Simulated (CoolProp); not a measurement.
Saturation properties of vinyl chloride.

Model: reference Helmholtz-energy equation of state, Thol 2022, in CoolProp.

```csv
T (°C),p (kPa),enthalpy of vaporisation (kJ/kg),liquid cp (kJ/(kg K)),vapour Z
-35.55,37.83,372.6,1.473,0.9857
-32.95,43.06,370.6,1.473,0.9843
-30.45,48.61,368.6,1.473,0.9828
-27.85,54.98,366.5,1.474,0.9812
-25.25,61.99,364.4,1.475,0.9795
-22.75,69.38,362.4,1.476,0.9778
-20.15,?,360.3,1.477,0.9759
-17.55,86.98,358.2,1.478,0.9738
-15.05,96.59,356.2,1.480,0.9718
-12.45,107.5,?,1.482,0.9696
-9.95,118.8,352.1,1.484,0.9673
-7.35,131.5,350.0,1.486,?
-4.75,145.3,347.8,1.488,0.9623
```

**Question.** Complete the blanks.

**Answer.** 
- -20.15, p (kPa): 77.79
- -12.45, enthalpy of vaporisation (kJ/kg): 354.1
- -7.35, vapour Z: 0.9649

It boils at -13.9 °C under 1 atm.
